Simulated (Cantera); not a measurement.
A closed system holds: 1 mol MgO, 0.014 mol H2, at 1402 °C and 1.00 bar.

Cantera equilibrium calculation (NASA polynomials, part measured and part estimated; ideal gas, pure solids and liquids). Candidate condensed phases: H2O, Mg, MgO, Mg(OH)2; 15 gas species. Kinetics and transport are ignored.

Base state: H2 0.999, H2O 0.000241, Mg 0.000238, H 0.000116 (mole fractions); condensed: MgO(s).

What changes in the equilibrium state with this change: 1.4 mol CH4 added?


```csv
species,before,after
H2,0.999,0.978
CO,0,0.0102
Mg,0.000238,0.0101
CH4,0,0.00115
C2H2 (acetylene),0,5.68e-5
H2O,0.000241,5.55e-6
"MgO(s), mol",1.000,0.971
"C(graphite), mol",0,1.37
```
The tables' values for MgH are old estimates; treat these amounts as uncertain. Further candidate phases: C, C6H6, C7H8, C8H18, MgCO3.

What changes in the equilibrium state with this change: 0.00027 mol HF added?


| species | before | after |
|---|---|---|
| H2 | 0.999 | 0.981 |
| HF | 0 | 0.0170 |
| H2O | 0.000241 | 0.00104 |
| MgF2 | 0 | 0.000822 |
| MgF | 0 | 3.58e-5 |
| Mg | 0.000238 | 5.41e-5 |
| H | 0.000116 | 0.000115 |
| MgO(s), mol | 1.000 | 1.000 |
| MgF2(l), mol | 0 | 1.79e-6 |
Mutual solubility and eutectic melting of coexisting phases are not modelled. Further candidate phases: MgF2.
